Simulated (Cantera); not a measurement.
A closed system holds: 1 mol FeCl2, 0.21 mol H2, 81 mol N2, equilibrated at 1898 K and 0.420 bar.

Cantera equilibrium calculation (NASA polynomials, part measured and part estimated; ideal gas, pure solids and liquids). Candidate condensed phases: Fe, FeCl2, FeCl3, NH4Cl; 18 gas species. Equilibrium is a limit: real reactors are often held back by kinetics, nucleation or transport.

Question: What is the equilibrium state?

Answer: 
```
Property                                 Value
-----------------------------------  ---------
x(N2)                                    0.985
x(FeCl2)                                0.0106
x(HCl)                                 0.00300
x(H2)                                  0.00103
x(Fe)                                 0.000259
x(Cl)                                  8.51e-5
x(H)                                   3.88e-5
x(FeCl)                                7.14e-6
n(Fe(l))                             0.105 mol
gas amount                           82.24 mol
log10 activity of FeCl2(l) (absent)      -3.81
```
